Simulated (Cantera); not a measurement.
Charge: 1 mol Ti, 0.13 mol CO2, 63 mol H2, equilibrated at 0.00133 bar.

These are equilibrium values from Cantera (NASA tables, ideal gas, pure condensed phases), not measurements of a reactor. Candidate condensed phases: C, C6H6, C7H8, C8H18, H2O, Ti, TiC, TiO, TiO2, Ti2O3, Ti3O5, Ti4O7; 113 gas species. Mutual solubility and eutectic melting of coexisting phases are not modelled. TiC, TiO: taken at fixed stoichiometry. Condensed phases not in the tables: solid solutions among these carbides, nitrides and lower oxides, N, O or C dissolved in the metal. Rates play no part.

Over these rows the condensed part is Ti(β) + TiC(s) + TiO(s). Partial pressures as log10 of bar:

| T (K) | 1000/T (1/K) | log p Ti | log p H2 |
|---|---|---|---|
| 1525 | 0.6557 | -8.71 | -2.88 |
| 1600 | 0.6250 | -7.97 | -2.88 |
| 1675 | 0.5970 | -7.30 | -2.88 |
| 1750 | 0.5714 | -6.69 | -2.88 |
| 1825 | 0.5479 | -6.13 | -2.88 |
| 1900 | 0.5263 | ? | -2.89 |

Q: Fit log p(Ti) = a + b·(1000/T) to the five rows, give the apparent enthalpy, and predict the row at 1900 K.

A: Means: 1000/T = 0.5994, log p = -7.360. Sxy = -0.173870, Sxx = 0.0072671, so b = -23.93 and a = -7.360 − (-23.93)×0.5994 = 6.98.
Apparent enthalpy: −19.145 × (-23.93) = 458 kJ/mol. The condensed phases alone fix this pressure, through Ti(β) = Ti(g), so the slope is that reaction's ΔH° and the other gases don't enter. The five rows lie within 0.01 of the line.
Prediction at 1900 K: 6.98 + (-23.93)×0.5263 = -5.61. The computed value is -5.62, 0.01 from the line.
